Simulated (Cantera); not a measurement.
A freely propagating, adiabatic, planar premixed flame of 10.0 % CH₄, 18.3 % O₂, 68.6 % N₂, 3.11 % H₂O, equivalence ratio 1.1, unburnt at 525 K and 4.93 atm; mixture-averaged transport, grid criteria slope 0.08 and curve 0.16, no radiation.

Detailed kinetics in Cantera: GRI-Mech 3.0 (53 species, 325 reactions). Burning velocities carry a grid error of a few per cent, more on coarse grids.

x: mole fraction of selected species; z is measured from the peak of heat release.

```tsv
z (mm)	T (K)	u (m/s)	x CH₄	x O₂	x N₂O	x C₂H₄	x NO	x CH₂
-0.372	526	0.480	0.100	0.182	<1e-8	7.93e-8	<1e-8	<1e-8
-0.248	530	0.485	0.0995	0.182	<1e-8	1.02e-6	1.35e-8	<1e-8
-0.186	548	0.503	0.0980	0.180	<1e-8	6.71e-6	7.28e-8	<1e-8
-0.124	652	0.603	0.0907	0.172	<1e-8	6.17e-5	6.29e-7	<1e-8
-0.0620	1112	1.04	0.0604	0.130	4.27e-8	0.000498	7.15e-6	2.53e-8
-0.0310	1530	1.44	0.0318	0.0865	9.74e-8	0.000940	1.67e-5	2.49e-6
0	1922	1.82	0.00651	0.0392	1.66e-7	0.000450	3.10e-5	4.42e-5
0.0310	2088	1.97	0.000316	0.0150	2.14e-7	1.16e-5	4.94e-5	1.49e-5
0.0620	2146	2.02	8.27e-6	0.00801	2.30e-7	5.97e-8	6.07e-5	6.21e-7
0.124	2205	2.06	1.37e-8	0.00451	2.05e-7	<1e-8	6.95e-5	<1e-8
0.248	2257	2.11	<1e-8	0.00244	1.60e-7	<1e-8	7.71e-5	<1e-8
0.496	2292	2.14	<1e-8	…	…	<1e-8	…	<1e-8
0.992	2310	2.15	<1e-8	…	…	<1e-8	…	<1e-8
```

Task: Some entries are withheld; supply them.

Result: 
- 0.496, x O₂: 0.00116
- 0.496, x N₂O: 1.13e-7
- 0.496, x NO: 8.46e-5
- 0.992, x O₂: 0.000556
- 0.992, x N₂O: 7.91e-8
- 0.992, x NO: 9.22e-5
